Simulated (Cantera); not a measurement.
Feed: 1 mol Fe₃O₄, 6.3 mol C, 1.2 mol CO, 2.4 mol CH₄, equilibrated at 1.00 bar.

Method: chemical equilibrium by Gibbs-energy minimisation in Cantera with the NASA 1993 tables (ideal gas, pure condensed phases). Candidate condensed phases: C, C₆H₆, C₇H₈, C₈H₁₈, Fe, Fe(CO)₅, FeO, Fe(OH)₂, Fe(OH)₃, Fe₂O₃, Fe₃O₄, H₂O; 114 gas species. Iron dissolves carbon and melts from about 1420 K in contact with it, which pure phases cannot show. Condensed phases not in the tables: cementite and carbon dissolved in iron. Equilibrium is a limit: real reactors are often held back by kinetics, nucleation or transport.

x: gas mole fraction; n: condensed amount in mol.

| T (K) | x CO | x H₂ | x Fe | x H | x C₂H₂ (acetylene) | x CH₄ | n C(graphite) | n Fe(l) |
|---|---|---|---|---|---|---|---|---|
| 1875 | 0.520 | 0.479 | 8.11e-5 | 0.000454 | 0.000152 | … | 4.70 | 3.00 |
| 1950 | 0.520 | 0.479 | 0.000205 | 0.000793 | 0.000262 | … | 4.69 | 3.00 |
| 2025 | 0.519 | 0.478 | 0.000481 | 0.00133 | 0.000433 | … | 4.69 | 3.00 |
| 2100 | 0.519 | 0.477 | 0.00106 | 0.00215 | 0.000689 | … | 4.69 | 2.99 |
| 2175 | 0.518 | 0.475 | 0.00220 | 0.00337 | 0.00106 | … | 4.68 | 2.98 |
| 2250 | 0.516 | 0.472 | 0.00434 | 0.00510 | 0.00158 | … | 4.67 | 2.96 |
| 2325 | 0.514 | 0.468 | 0.00817 | 0.00753 | 0.00229 | … | 4.65 | 2.92 |
| 2400 | 0.510 | 0.462 | 0.0148 | 0.0108 | 0.00322 | … | 4.63 | 2.85 |
| 2475 | 0.503 | 0.452 | 0.0256 | 0.0151 | 0.00440 | … | 4.61 | 2.73 |

What belongs in the gaps?


- 1875, x CH₄: 0.000139
- 1950, x CH₄: 0.000112
- 2025, x CH₄: 9.09e-5
- 2100, x CH₄: 7.51e-5
- 2175, x CH₄: 6.27e-5
- 2250, x CH₄: 5.28e-5
- 2325, x CH₄: 4.47e-5
- 2400, x CH₄: 3.79e-5
- 2475, x CH₄: 3.19e-5
